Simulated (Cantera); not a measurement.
A Cantera script and what it prints.

```python
import numpy as np
import cantera as ct

gas_names = """
    H HO2 H2 H2O H2O2 Mg MgH MgO MgOH MgO2H2 Mg2 O OH O2 O3
""".split()
cond_names = """
    H2O(s) H2O(L) Mg(cr) Mg(L) MgO(s) MgO(L) MgO2H2(s)
""".split()


# ... load() reads the species with a 1 bar reference pressure and builds the phases ...
atoms = {
    'Mg(OH)2': {'Mg': 1, 'O': 2, 'H': 2},
    'H2O': {'H': 2, 'O': 1},
    'H2': {'H': 2},
}
top_T = {}  # K; cautious upper limits of use, not melting points


# ... equilibrate(T, P, feed) seeds the gas with the atoms and calls Mixture.equilibrate('TP', solver="vcs", rtol=1e-11, max_steps=5000) ...
results = []
feed = {'Mg(OH)2': 1, 'H2O': 0.35, 'H2': 0.0061}  # mol
P = 740000  # Pa
for T in [525, 675, 825, 975, 1125, 1275, 1425, 1575, 1725]:
    mix = equilibrate(T, P, feed)
    results.append((T, P, feed, dict(zip(mix.species_names, mix.species_moles))))
    x = sorted(zip(gas.X, gas.species_names), reverse=True)
    print(f"T = {T:g} K  P = {P:g} Pa  gas = {mix.phase_moles(0):.4g} mol")
    print("   x: " + "  ".join(f"{s} {v:.3e}" for v, s in x if v > 0.0001))
    print("   condensed (mol): " + ("  ".join(f"{mix.phase(i).name} {mix.phase_moles(i):.4g}"
          for i in range(1, mix.n_phases) if mix.phase_moles(i) > 1e-12) or "none"))
```

Result:

```
T = 525 K  P = 740000 Pa  gas = 0.3561 mol
   x: H2O 9.829e-01  H2 1.713e-02
   condensed (mol): MgO2H2(s) 1
T = 675 K  P = 740000 Pa  gas = 1.356 mol
   x: H2O 9.955e-01  H2 4.498e-03
   condensed (mol): MgO(s) 1
T = 825 K  P = 740000 Pa  gas = 1.356 mol
   x: H2O 9.955e-01  H2 4.498e-03
   condensed (mol): MgO(s) 1
T = 975 K  P = 740000 Pa  gas = 1.356 mol
   x: H2O 9.955e-01  H2 4.498e-03
   condensed (mol): MgO(s) 1
T = 1125 K  P = 740000 Pa  gas = 1.356 mol
   x: H2O 9.955e-01  H2 4.498e-03
   condensed (mol): MgO(s) 1
T = 1275 K  P = 740000 Pa  gas = 1.356 mol
   x: H2O 9.955e-01  H2 4.498e-03
   condensed (mol): MgO(s) 1
T = 1425 K  P = 740000 Pa  gas = 1.356 mol
   x: H2O 9.955e-01  H2 4.499e-03
   condensed (mol): MgO(s) 1
T = 1575 K  P = 740000 Pa  gas = 1.356 mol
   x: H2O 9.955e-01  H2 4.502e-03
   condensed (mol): MgO(s) 1
T = 1725 K  P = 740000 Pa  gas = 1.356 mol
   x: H2O 9.954e-01  H2 4.532e-03
   condensed (mol): MgO(s) 1
```

Equilibrium computed with Cantera from the NASA thermochemical tables; the gas is ideal and each condensed phase is pure.
